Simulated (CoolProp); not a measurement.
Model: reference Helmholtz-energy equation of state, Thol 2019, in CoolProp.

**Question.** For n-pentane, give the phase and the density (kg/m³), cp (kJ/(kg K)), expansivity (1/kK), Prandtl number at 512.5 K and 15.6 MPa.

**Answer.** 
- 512.5 K and 15.6 MPa: supercritical; density 422, cp 3.25, expansivity 2.91, Prandtl number 1.53

Viscosity comes from a separate model (Quiñones-Cisneros 2006), older than the equation that it now runs on, and unchecked against measurements. Thermal conductivity comes from a separate model (Vassiliou 2015).
